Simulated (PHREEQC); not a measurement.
0.24 g of hydrous ferric oxide (600 m²/g; 0.2 weak and 0.005 strong sites per Fe, Dzombak-Morel constants, diffuse double layer) in 1 kg of water with 0.001 mol/kgw of an inert sodium salt and 0.00017 mol/kgw ZnCl2, at 25 °C; the pH is set by adding NaOH or the inert anion's acid. Oxygen is held at 0.21 atm. CO2 from the air is kept out. Precipitation was switched off in this run.

Base run: PHREEQC, ion-association model, wateq4f.dat. Each further column changes one thing. The table gives surface charge σ (C/m²).

```csv
pH,base,background salt from 0.001 to 0.0001 mol/kgw,oxide from 0.24 to 1.2 g/kgw
3,0.266,0.246,0.279
4.33,0.104,___,0.110
5.67,0.032,___,0.032
7,0.011,___,0.008
8.33,0.003,0.002,0.000
9.67,-0.004,-0.003,___
11,-0.028,___,___
```

**Question.** What belongs in the gaps?

**Answer.** 
- 4.33, background salt from 0.001 to 0.0001 mol/kgw: 0.078
- 5.67, background salt from 0.001 to 0.0001 mol/kgw: 0.022
- 7, background salt from 0.001 to 0.0001 mol/kgw: 0.007
- 9.67, oxide from 0.24 to 1.2 g/kgw: -0.010
- 11, background salt from 0.001 to 0.0001 mol/kgw: -0.023
- 11, oxide from 0.24 to 1.2 g/kgw: -0.053

The oxide is taken as insoluble; below pH 4 it would dissolve.
